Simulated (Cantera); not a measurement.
## NH3 + H2 + N2 + O2 (abatement and gas-phase synthesis)

Feed: 1 mol NH3, 0.15 mol H2, 1.2 mol N2, 0.14 mol O2, at 2875 °C.

These are equilibrium values from Cantera (NASA tables, ideal gas, pure condensed phases), not measurements of a reactor. Candidate condensed phases: H2O; 24 gas species. The ideal-gas law is rough above about 30 bar. Equilibrium is a limit: real reactors are often held back by kinetics, nucleation or transport.

From 10.0 Pa to 300 bar nothing is condensed.

| P (Pa) | log p H | log p N2 | log p H2 | log p H2O | log p O | log p OH |
|---|---|---|---|---|---|---|
| 10 | -4.21 | -4.49 | -7.18 | -10.58 | -5.28 | -8.04 |
| 120 | -3.13 | -3.41 | -5.04 | -7.37 | -4.21 | -5.90 |
| 1400 | -2.13 | -2.31 | -3.03 | -4.39 | -3.23 | -3.91 |
| 17000 | -1.32 | -1.14 | -1.41 | -2.21 | -2.67 | -2.55 |
| 210000 | -0.68 | 0.00 | -0.14 | -0.84 | -2.57 | -1.81 |
| 2500000 | -0.12 | 1.10 | 0.99 | 0.30 | -2.57 | -1.24 |
| 30000000 | 0.43 | 2.18 | 2.08 | 1.39 | -2.57 | -0.69 |
log p: log10 of the partial pressure in bar; nothing condenses.
